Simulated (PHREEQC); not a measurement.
## Reverse-osmosis permeate (model solution)

Synthetic water in mg/L, 25 °C, pH 5.83, pe -1.6:

```
constituent             mg/L
------------------  --------
Na                      8.36
K                   3.29e-06
Ca                       4.7
Mg                     0.615
Cl                      3.31
S(6) as SO4             12.1
Alkalinity as HCO3      17.9
Sr                    0.0416
```

Na is adjusted to close the charge balance.
Valence states are taken as typed.

Computed with PHREEQC (ion-association model, wateq4f.dat).

The ionic strength is 0.000897 mol/kgw.

| species | molality | activity | log γ |
|---|---|---|---|
| CO2 | 0.000947 | 0.000947 | 0.000 |
| Na+ | 0.000352 | 0.000341 | -0.015 |
| HCO3- | 0.000294 | 0.000285 | -0.015 |
| SO4-2 | 0.000123 | 0.000108 | -0.058 |
| Ca+2 | 0.000115 | 0.000100 | -0.058 |
| Cl- | 9.34e-5 | 9.02e-5 | -0.015 |
| Mg+2 | 2.47e-5 | 2.16e-5 | -0.058 |
| CaSO4 | 2.15e-6 | 2.16e-6 | 0.000 |
| H+ | 1.53e-6 | 1.48e-6 | -0.014 |
| MgSO4 | 5.45e-7 | 5.45e-7 | 0.000 |
| Sr+2 | 4.64e-7 | 4.06e-7 | -0.058 |

This is a speciation only: nothing precipitates in the calculation. Complexes and solids missing from the database can't appear.
